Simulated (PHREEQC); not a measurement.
A column of 1 m (30 cells, dispersivity 0.035 m, 60 s a shift, diffusion coefficient 3e-10 m²/s) holds 0.026 eq of the database's cation exchanger X per kg of pore water, first in equilibrium with 0.0084 mol/kgw NaCl, 0.043 mol/kgw MgSO4 and 1e-05 mol/kgw HCl. It is flushed with 0.012 mol CaCl2 and 1e-05 mol HCl per kg of water, at 25 °C. Values are for the last cell. The system is closed to CO2. No solid was allowed to form.

Computed with PHREEQC (ion-association model, phreeqc.dat).

| pore volumes | S in solution (mol/kgw) | Ca in solution (mol/kgw) | Na in solution (mol/kgw) | Mg in solution (mol/kgw) | Cl in solution (mol/kgw) | MgX2 on the exchanger (mol/kgw) | NaX on the exchanger (mol/kgw) |
|---|---|---|---|---|---|---|---|
| 0 | 0.0430 | 0 | 0.00840 | 0.0430 | 0.00841 | 0.0127 | 0.000670 |
| 0.35 | 0.0430 | 4.47e-11 | 0.00840 | 0.0430 | 0.00841 | 0.0127 | 0.000670 |
| 0.5167 | 0.0427 | 2.84e-7 | 0.00836 | 0.0428 | 0.00853 | 0.0127 | 0.000669 |
| 0.6833 | 0.0390 | 1.17e-5 | 0.00786 | 0.0400 | 0.00986 | 0.0127 | 0.000645 |
| 1.017 | 0.0182 | 0.000187 | 0.00443 | 0.0245 | 0.0174 | 0.0126 | 0.000430 |
| 1.35 | 0.00438 | 0.000650 | 0.00147 | 0.0142 | 0.0224 | 0.0120 | 0.000165 |
| 1.517 | 0.00185 | 0.00120 | 0.000744 | 0.0119 | 0.0233 | 0.0112 | 8.45e-5 |
| 1.683 | 0.000731 | 0.00219 | 0.000351 | 0.0102 | 0.0237 | 0.00967 | 3.95e-5 |
| 2.017 | 9.94e-5 | 0.00556 | 6.66e-5 | 0.00649 | 0.0240 | 0.00551 | 7.02e-6 |
| 2.35 | 1.20e-5 | 0.00890 | 1.09e-5 | 0.00310 | 0.0240 | 0.00234 | 1.08e-6 |
| 2.517 | 4.05e-6 | 0.0100 | 4.26e-6 | 0.00198 | 0.0240 | 0.00144 | 4.16e-7 |
| 2.683 | 1.35e-6 | 0.0108 | 1.64e-6 | 0.00123 | 0.0240 | 0.000872 | 1.58e-7 |
| 3.017 | 1.44e-7 | 0.0116 | 2.34e-7 | 0.000444 | 0.0240 | 0.000308 | 2.23e-8 |
| 3.35 | 1.49e-8 | 0.0118 | 3.24e-8 | 0.000153 | 0.0240 | 0.000105 | 3.07e-9 |
| 3.517 | 4.75e-9 | 0.0119 | 1.20e-8 | 8.91e-5 | 0.0240 | 6.11e-5 | 1.13e-9 |
| 3.683 | 1.51e-9 | 0.0119 | 4.39e-9 | 5.15e-5 | 0.0240 | 3.52e-5 | 4.16e-10 |
| 4.017 | 1.50e-10 | 0.0120 | 5.86e-10 | 1.69e-5 | 0.0240 | 1.16e-5 | 5.54e-11 |
| 4.35 | 1.48e-11 | 0.0120 | 7.74e-11 | 5.49e-6 | 0.0240 | 3.75e-6 | 7.32e-12 |
| 4.517 | 4.64e-12 | 0.0120 | 2.80e-11 | 3.11e-6 | 0.0240 | 2.13e-6 | 2.65e-12 |
| 4.683 | 1.45e-12 | 0.0120 | 1.01e-11 | 1.76e-6 | 0.0240 | 1.20e-6 | 9.58e-13 |
| 5.017 | 1.41e-13 | 0.0120 | 1.32e-12 | 5.59e-7 | 0.0240 | 3.82e-7 | 1.25e-13 |
